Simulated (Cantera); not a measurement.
An isothermal, constant-pressure homogeneous reactor starts with 55.6 % NO, 44.4 % N2, at 1775 K and 77000 Pa.

Cantera simulation using GRI-Mech 3.0 (53 species, 325 reactions); the numbers are that mechanism's predictions, not measurements.

x: mole fraction; the columns are a selection and need not sum to one.

```
t (s)      x NO      x O     x NO2      x O2     x N2O   x N2
--------  -----  -------  --------  --------  --------  -----
8.00e-5   0.556  1.09e-6   2.46e-6   1.35e-8         ?  0.444
0.000192  0.556  1.34e-6   7.33e-6   5.48e-8         ?  0.444
0.000463  0.556  1.89e-6   1.96e-5   2.71e-7         ?  0.444
0.00111   0.555  3.22e-6   5.08e-5   1.93e-6         ?  0.444
0.00268   0.555  5.95e-6  0.000120   1.77e-5         ?  0.445
0.00644   0.555  8.75e-6  0.000196  0.000129         ?  0.445
0.0155    0.554  9.61e-6  0.000219  0.000520  0.000125  0.445
0.0373    0.552  1.02e-5  0.000234   0.00149  0.000125  0.446
0.0896    0.547  1.15e-5  0.000265   0.00382  0.000123  0.448
0.216     0.536  1.41e-5  0.000325   0.00930  0.000117  0.454
0.519     0.511  1.87e-5  0.000419    0.0218         ?  0.467
1.25      0.458  2.58e-5  0.000527    0.0484         ?  0.493
3.00      0.362  3.51e-5  0.000574    0.0963         ?  0.541
```

Question: What belongs in the gaps?

Answer: 
- 8.00e-5, x N2O: 3.46e-6
- 0.000192, x N2O: 8.16e-6
- 0.000463, x N2O: 1.88e-5
- 0.00111, x N2O: 4.05e-5
- 0.00268, x N2O: 7.67e-5
- 0.00644, x N2O: 0.000113
- 0.519, x N2O: 0.000106
- 1.25, x N2O: 8.39e-5
- 3.00, x N2O: 5.17e-5
